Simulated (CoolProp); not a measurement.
Vapour-liquid equilibrium of propane (1) + neopentane (2) at 0.313 MPa; x and y are mole fractions of (1).

The numbers come from the multi-fluid Helmholtz-energy mixture model, Lemmon 2009 and Lemmon 2006; pair parameters Bell 2016 in CoolProp.

```
x     bubble temperature (K)  y at the bubble point  dew temperature at overall composition x (K)  liquid density (mol/L)
----  ----------------------  ---------------------  --------------------------------------------  ----------------------
0.05                   315.1                  0.125                                         317.1                   7.961
0.15                   308.9                  0.334                                         314.4                       …
0.25                   302.9                  0.506                                             …                       …
0.35                   296.8                  0.649                                         308.4                   9.167
0.45                   290.5                  0.766                                             …                   9.621
0.55                   284.0                  0.857                                         301.2                   10.10
0.65                   277.6                  0.921                                         296.8                   10.61
0.75                   271.5                      …                                         291.5                       …
0.85                   266.2                      …                                             …                   11.64
0.95                   261.9                  0.997                                         273.5                   12.14
```

Complete the blanks.


- 0.15, liquid density (mol/L): 8.341
- 0.25, dew temperature at overall composition x (K): 311.5
- 0.25, liquid density (mol/L): 8.741
- 0.45, dew temperature at overall composition x (K): 305.0
- 0.75, y at the bubble point: 0.961
- 0.75, liquid density (mol/L): 11.12
- 0.85, y at the bubble point: 0.985
- 0.85, dew temperature at overall composition x (K): 284.5

No azeotrope shows between x = 0.05 and 0.95.

Pair parameters are fitted to limited data, so mixtures are less certain than the pure fluids.
